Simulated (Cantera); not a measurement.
Input: 1 mol PbO, 5.1 mol N2, 0.37 mol O2, held at 750 K and 3.00 bar.

Cantera equilibrium calculation (NASA polynomials, part measured and part estimated; ideal gas, pure solids and liquids). Candidate condensed phases: Pb, PbO, PbO2, Pb3O4; 12 gas species. Equilibrium is a limit: real reactors are often held back by kinetics, nucleation or transport.

Base state: N2 0.932, O2 0.0676 (mole fractions); condensed: PbO(red).

What changes in the equilibrium state with this change: temperature from 750 K to 600 K?


| species | before | after |
|---|---|---|
| N2 | 0.932 | 0.962 |
| O2 | 0.0676 | 0.0383 |
| PbO(red), mol | 1.00 | 0 |
| Pb3O4(s), mol | 0 | 0.333 |
